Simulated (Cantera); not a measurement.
An isothermal, constant-pressure homogeneous reactor starts with 5.56 % CH4, 94.4 % N2, at 1675 K and 0.109 atm.

Computed with Cantera and GRI-Mech 3.0 (53 species, 325 reactions). GRI-Mech 3.0 stops at C3 and has no aromatics, soot or wall deposition, so with more carbon than oxygen in the feed, carbon stays in small species such as C2H2 where larger ones or solid carbon would form.

Predict: x(CH4) at 100 s; x(C2H4) at 100 s; x(CH2) at 100 s; x(H2) at 100 s; x(H) at 100 s; x(HCN) at 100 s; x(CH3) at 100 s.


| Property | Value |
|---|---|
| x(CH4) at 100 s | 6.11e-5 (gas-phase equilibrium 2.93e-5) |
| x(C2H4) at 100 s | 1.34e-5 (gas-phase equilibrium 3.02e-6) |
| x(CH2) at 100 s | 1.97e-9 (gas-phase equilibrium 9.45e-10) |
| x(H2) at 100 s | 0.0788 (gas-phase equilibrium 0.0788) |
| x(H) at 100 s | 9.90e-5 (gas-phase equilibrium 9.90e-5) |
| x(HCN) at 100 s | 1.21e-5 (gas-phase equilibrium 0.0408) |
| x(CH3) at 100 s | 1.56e-6 (gas-phase equilibrium 7.48e-7) |
